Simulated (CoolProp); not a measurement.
Vapour-liquid equilibrium of ethane (1) + C3F8 (R218) (2) at 0.272 MPa; x and y are mole fractions of (1).

Values from CoolProp's multi-fluid Helmholtz-energy mixture model, Bücker 2006 and Lemmon 2006; pair parameters Bell 2016.

```tsv
x	bubble temperature, mixture model (K)	bubble temperature, Raoult's law (K)	y, mixture model	y, Raoult's law
0.05	[?]	253.9	0.380	0.267
0.2	223.5	238.3	0.821	0.675
0.35	213.9	227.9	0.904	0.838
0.5	210.6	220.3	0.927	0.915
0.65	[?]	214.6	[?]	0.957
0.8	207.7	210.0	0.952	0.981
0.95	205.8	206.2	0.982	0.996
```

**Question.** Fill in the missing entries.

**Answer.** 
- 0.05, bubble temperature, mixture model (K): 248.6
- 0.65, bubble temperature, mixture model (K): 209.1
- 0.65, y, mixture model: 0.938

The largest gap from Raoult's law is -14.8 K in bubble temperature, at x = 0.2. No azeotrope shows between x = 0.05 and 0.95.

Pair parameters are fitted to limited data, so mixtures are less certain than the pure fluids. With so large a gap from Raoult's law the liquid may split in two, which this calculation doesn't test in full.
